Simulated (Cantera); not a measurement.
Input: 1 mol Al, 3.3 mol Cl2, equilibrated at 0.00133 bar.

Cantera equilibrium calculation (NASA polynomials, part measured and part estimated; ideal gas, pure solids and liquids). Candidate condensed phases: Al, AlCl3; 8 gas species. The numbers say what is thermodynamically allowed, not how fast it happens.

x: gas mole fraction; nothing condenses.

```
T (K)  x Cl2  x AlCl3  x Al2Cl6  x Cl
-----  -----  -------  --------  ----
473    0.778   0.0124     0.210   ___
498    0.772   0.0267     0.201   ___
523    0.762   0.0522     0.186   ___
548    0.746   0.0926     0.161   ___
573    0.725    0.148     0.127   ___
598    0.700    0.211    0.0889   ___
623    0.678    0.268    0.0540   ___
648    0.662    0.309    0.0291   ___
673    0.652    0.333    0.0147   ___
698    0.648    0.345   0.00729   ___
```

Some entries are withheld; supply them.


- 473, x Cl: 6.50e-10
- 498, x Cl: 3.08e-9
- 523, x Cl: 1.26e-8
- 548, x Cl: 4.49e-8
- 573, x Cl: 1.43e-7
- 598, x Cl: 4.13e-7
- 623, x Cl: 1.09e-6
- 648, x Cl: 2.70e-6
- 673, x Cl: 6.26e-6
- 698, x Cl: 1.37e-5
